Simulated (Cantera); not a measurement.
Charge: 1 mol Si, 0.099 mol O₂, 5.2 mol H₂, at 1.00 bar.

Equilibrium computed with Cantera from the NASA thermochemical tables; the gas is ideal and each condensed phase is pure. Candidate condensed phases: H₂O, Si, SiO₂; 18 gas species. Mutual solubility and eutectic melting of coexisting phases are not modelled. The tables hold silica as quartz up to 1696 K and as liquid above; real silica turns to tridymite and cristobalite and melts near 1996 K. Kinetics and transport are ignored. All values below are at 1198 K.

Base state: H₂ 1.000 (mole fractions); condensed: Si(s) + SiO₂(β-quartz).

Problem. What changes in the equilibrium state with this change: pressure from 1.00 bar to 0.000220 bar?

Solution. 
| species | before | after |
|---|---|---|
| H₂ | 1.000 | 0.998 |
| SiO | 5.06e-7 | 0.00230 |
| H | 1.90e-7 | 1.28e-5 |
| Si(s), mol | 0.901 | 0.895 |
| SiO₂(β-quartz), mol | 0.0990 | 0.0930 |

Problem. What changes in the equilibrium state with this change: Si replaced by SiC?

Solution. 
| species | before | after |
|---|---|---|
| H₂ | 1.000 | 0.984 |
| CH₄ | 0 | 0.0155 |
| CO | 0 | 5.18e-5 |
| Si(s), mol | 0.901 | 0 |
| SiO₂(β-quartz), mol | 0.0990 | 0.0989 |
| C(graphite), mol | 0 | 0.0190 |
| SiC(s), mol | 0 | 0.901 |
Further candidate phases: C, C₆H₆, C₇H₈, C₈H₁₈, SiC.
